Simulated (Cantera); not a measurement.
A closed system holds: 1 mol c-C₄F₈, 0.25 mol F₂, held at 1225 K and 0.133 bar.

Method: chemical equilibrium by Gibbs-energy minimisation in Cantera with the NASA 1993 tables (ideal gas, pure condensed phases). Candidate condensed phases: C; 13 gas species. The feed counts by its element totals alone. Gases not in the tables: C₂F₆ and larger saturated fluorocarbons. Equilibrium is a limit: real reactors are often held back by kinetics, nucleation or transport.

Base state: CF₄ 1.000 (mole fractions); condensed: C(graphite).

Task: What changes in the equilibrium state with this change: 0.19 mol H₂ added?

Result: 
```json
[
 {"species": "CF₄", "before": "1.000", "after": "0.842"},
 {"species": "HF", "before": "0", "after": "0.158"},
 {"species": "C(graphite), mol", "before": "1.88", "after": "1.97"}
]
```
Further candidate phases: C₆H₆, C₇H₈, C₈H₁₈.
